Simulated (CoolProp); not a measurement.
Vapour-liquid equilibrium of R113 (1) + acetone (2) at 343.4 K; x and y are mole fractions of (1).

Computed with CoolProp (multi-fluid Helmholtz-energy mixture model, Marx 1992 and Lemmon 2006; pair parameters Bell 2016).

Task: Give the bubble pressure and the first vapour's composition at x = 0.275, 0.35, 0.875. Is there an azeotrope?

Result: x = 0.275: 210.8 kPa, y = 0.404; x = 0.35: 217.6 kPa, y = 0.462; x = 0.875: 219.6 kPa, y = 0.825. y crosses x between x = 0.575 and 0.65: the model has an azeotrope there.

Pair parameters are fitted to limited data, so mixtures are less certain than the pure fluids.
